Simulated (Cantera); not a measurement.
A closed system holds: 1 mol Fe(CO)5, 0.011 mol O2, 0.16 mol H2, equilibrated at 1573 K and 133 Pa.

Equilibrium computed with Cantera from the NASA thermochemical tables; the gas is ideal and each condensed phase is pure. Candidate condensed phases: C, C6H6, C7H8, C8H18, Fe, Fe(CO)5, FeO, Fe(OH)2, Fe(OH)3, Fe2O3, Fe3O4, H2O; 114 gas species. Rates play no part.

Base state: CO 0.965, H2 0.0305, CO2 0.00390, Fe 0.000493, H2O 0.000357, H 0.000195 (mole fractions); condensed: Fe(γ).

Problem. What changes in the equilibrium state with this change: O2 from 0.011 to 1 mol?

Solution. 
```tsv
species	before	after
CO	0.965	0.787
CO2	0.00390	0.182
H2	0.0305	0.0185
H2O	0.000357	0.0124
Fe	0.000493	0.000331
H	0.000195	0.000152
Fe(γ), mol	0.997	0
FeO(s), mol	0	0.998
```
The tables' stoichiometric FeO is somewhat more stable than real wüstite, so its field is too wide. FeO: taken at fixed stoichiometry.
